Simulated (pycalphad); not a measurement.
Effect of Mg content in Al-Si-Mg

All values are pycalphad results on the COST 507 light-alloy database (1999) (1 atm), not direct measurements. The database dates from 1999; later assessments differ in places, in temperatures and in the compounds included. Phase fractions are per mole of atoms.

Question: One of these alloys has its liquidus at 632 °C, its solidus at 558 °C, and holds fcc 0.96, diamond (Si) 0.04, MG2SI 0.01 at 377 °C. Which?
A) Al-4.178Si-2.389Mg (wt.%)
B) Al-4.211Si-9.634Mg (wt.%)
C) Al-4.17Si-0.5939Mg (wt.%)
D) Al-4.189Si-4.792Mg (wt.%)

Answer: C, Al-4.17Si-0.5939Mg (wt.%). The others: Al-4.178Si-2.389Mg (wt.%), liquidus 625, solidus 557; Al-4.189Si-4.792Mg (wt.%), liquidus 615, solidus 557; Al-4.211Si-9.634Mg (wt.%), liquidus 594, solidus 592

Database names, with the compositions (at.%) that they take in these runs: MG2SI: Mg 67 Si 33.
